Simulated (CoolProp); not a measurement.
Vapour pressure (kPa) of R124: the reference equation beside estimates from Tc = 395.4 K, pc = 3624 kPa, ω = 0.288.

The numbers come from the reference Helmholtz-energy equation of state, de Vries 1995 in CoolProp.

```json
[
 {"T (K)": "288.7", "reference": "282.7", "Lee-Kesler": "283.5", "van der Waals": "897.5", "Redlich-Kwong": "447.7", "Soave-Redlich-Kwong": "283.3", "Peng-Robinson": "281.2"},
 {"T (K)": "297.3", "reference": "372.7", "Lee-Kesler": "374.1", "van der Waals": "1036", "Redlich-Kwong": "563.4", "Soave-Redlich-Kwong": "374.3", "Peng-Robinson": "370.7"},
 {"T (K)": "305.8", "reference": "481.5", "Lee-Kesler": "483.5", "van der Waals": "1186", "Redlich-Kwong": "696.9", "Soave-Redlich-Kwong": "484.5", "Peng-Robinson": "479.0"},
 {"T (K)": "314.4", "reference": "614.3", "Lee-Kesler": "616.8", "van der Waals": "1350", "Redlich-Kwong": "853.0", "Soave-Redlich-Kwong": "619.4", "Peng-Robinson": "611.6"},
 {"T (K)": "323", "reference": "772.8", "Lee-Kesler": "775.6", "van der Waals": "1529", "Redlich-Kwong": "1032", "Soave-Redlich-Kwong": "780.6", "Peng-Robinson": "770.2"},
 {"T (K)": "331.6", "reference": "959.9", "Lee-Kesler": "962.8", "van der Waals": "1722", "Redlich-Kwong": "1235", "Soave-Redlich-Kwong": "971.2", "Peng-Robinson": "958.2"},
 {"T (K)": "340.2", "reference": "1179", "Lee-Kesler": "1181", "van der Waals": "1929", "Redlich-Kwong": "1463", "Soave-Redlich-Kwong": "1194", "Peng-Robinson": "1179"},
 {"T (K)": "348.8", "reference": "1433", "Lee-Kesler": "1435", "van der Waals": "2151", "Redlich-Kwong": "1718", "Soave-Redlich-Kwong": "1453", "Peng-Robinson": "1435"},
 {"T (K)": "357.3", "reference": "1723", "Lee-Kesler": "1724", "van der Waals": "2385", "Redlich-Kwong": "1998", "Soave-Redlich-Kwong": "1747", "Peng-Robinson": "1728"},
 {"T (K)": "365.9", "reference": "2059", "Lee-Kesler": "2060", "van der Waals": "2637", "Redlich-Kwong": "2311", "Soave-Redlich-Kwong": "2087", "Peng-Robinson": "2067"}
]
```

Absolute difference from the reference over all 10 rows, mean and median: Lee-Kesler 0.3 and 0.3 %, van der Waals 101.9 and 88.6 %, Redlich-Kwong 32.8 and 31.1 %, Soave-Redlich-Kwong 1.0 and 1.1 %, Peng-Robinson 0.3 and 0.4 %.
